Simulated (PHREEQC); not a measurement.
A solution holds 0.0031 mol/kgw NH4HF2, 9.9e-05 mol/kgw H2SiF6, 0.061 mol/kgw HBF4 and 0.00077 mol/kgw H2SO4, at 20 °C. Closed to the air; pH follows from the charge balance.

All values are PHREEQC results (ion-association model, phreeqc.dat), not measurements.

Each row changes one thing in this solution. Precipitation was switched off in this run.

| case | pH | ionic strength (mol/kgw) | BF4- (mol/kgw) | HF (mol/kgw) | BF3OH- (mol/kgw) | H3BO3 (mol/kgw) | SI of Quartz (SiO2) |
|---|---|---|---|---|---|---|---|
| as made | 1.31 | 0.0615 | 0.0581 | 0.0130 | 0.00147 | 0.00133 | -3.20 |
| diluted 2-fold with water | 1.60 | 0.0304 | 0.0280 | 0.00933 | 0.000997 | 0.00133 | -3.13 |
| diluted 10-fold with water | … | 0.00601 | 0.00466 | 0.00445 | 0.000350 | 0.00100 | -3.11 |
| NH4HF2 from 0.0031 to 0.00465 mol/kgw | 1.32 | 0.0619 | 0.0586 | 0.0142 | 0.00136 | 0.000913 | -3.46 |
| NH4HF2 from 0.0031 to 0.00279 mol/kgw | 1.31 | 0.0614 | 0.0580 | 0.0128 | 0.00149 | 0.00142 | -3.15 |
| temperature from 20 to 15 °C | 1.31 | 0.0617 | 0.0583 | 0.0122 | 0.00143 | 0.00115 | … |
| diluted 100-fold with water | 3.01 | 0.00106 | 6.59e-5 | 0.00121 | 1.82e-5 | 0.000509 | -2.32 |
| 0.0014 mol/kgw NaOH added | 1.32 | 0.0615 | 0.0581 | 0.0129 | 0.00148 | 0.00132 | -3.21 |

Q: Some entries are withheld; supply them.

A: 
- diluted 10-fold with water, pH: 2.28
- temperature from 20 to 15 °C, SI of Quartz (SiO2): -3.39

Species that the database lacks are ignored. SiF6-2 is the database's only silicon fluoride. Real BF4- forms and hydrolyses slowly; the run takes it at equilibrium.
